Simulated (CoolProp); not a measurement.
Values from CoolProp's reference Helmholtz-energy equation of state, Lemmon 2006. It is a short technical equation, of lower accuracy than the large ones.

Task: For CH3F (R41), give the phase and the cp (kJ/(kg K)), speed of sound (m/s) at 188.3 K and 0.101 MPa; 209.8 K and 0.101 MPa; 425 K and 0.101 MPa.

Result: 
- 188.3 K and 0.101 MPa: liquid; cp 2.06, speed of sound 1120
- 209.8 K and 0.101 MPa: gas; cp 1.13, speed of sound 255
- 425 K and 0.101 MPa: gas; cp 1.35, speed of sound 356
